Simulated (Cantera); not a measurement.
**Adiabatic ignition**

An adiabatic, constant-volume homogeneous reactor starts with 6.46 % CH4, 0.310 % H2, 19.5 % O2, 73.7 % N2, equivalence ratio 0.67, at 1300 K and 22000 Pa.

Computed with Cantera and GRI-Mech 3.0 (53 species, 325 reactions).

| t (s) | T (K) | P (bar) | x CH4 | x H2 | x O2 | x HO2 | x CH2CO | x CH3 | x H2O |
|---|---|---|---|---|---|---|---|---|---|
| 2.00e-6 | 1300 | 0.220 | 0.0646 | 0.00310 | 0.195 | 1.56e-9 | <1e-12 | 1.56e-9 | 4.82e-12 |
| 7.96e-6 | 1300 | 0.220 | 0.0646 | 0.00310 | 0.195 | 6.19e-9 | <1e-12 | 6.57e-9 | 1.71e-10 |
| 3.17e-5 | 1300 | 0.220 | 0.0646 | 0.00310 | 0.195 | 2.46e-8 | <1e-12 | 2.88e-8 | 2.27e-9 |
| 0.000126 | 1300 | 0.220 | 0.0646 | 0.00310 | 0.195 | 9.66e-8 | <1e-12 | 1.24e-7 | 1.71e-8 |
| 0.000501 | 1300 | 0.220 | 0.0646 | 0.00310 | 0.195 | 3.66e-7 | <1e-12 | 6.09e-7 | 1.95e-7 |
| 0.00199 | 1300 | 0.220 | 0.0646 | 0.00310 | 0.195 | 1.12e-6 | <1e-12 | 5.43e-6 | 4.68e-6 |
| 0.00794 | 1302 | 0.220 | 0.0642 | 0.00309 | 0.195 | 3.04e-6 | 3.05e-8 | 9.17e-5 | 0.000330 |
| 0.0316 | 2579 | 0.446 | <1e-12 | 0.00594 | 0.0615 | 6.03e-6 | <1e-12 | <1e-12 | 0.113 |
| 0.126 | 2576 | 0.445 | <1e-12 | 0.00591 | 0.0601 | 5.88e-6 | <1e-12 | <1e-12 | 0.113 |
| 0.500 | 2576 | 0.445 | <1e-12 | 0.00591 | 0.0601 | 5.88e-6 | <1e-12 | <1e-12 | 0.113 |
x: mole fraction; the columns are a selection and need not sum to one.

time of steepest temperature rise: 18.4 ms
temperature at 0.500 s: 2576 K
equilibrium temperature: 2576 K
x(CH4) at 0.500 s: <1e-12 (gas-phase equilibrium <1e-12)
x(H2) at 0.500 s: 0.00591 (gas-phase equilibrium 0.00591)
x(O2) at 0.500 s: 0.0601 (gas-phase equilibrium 0.0601)
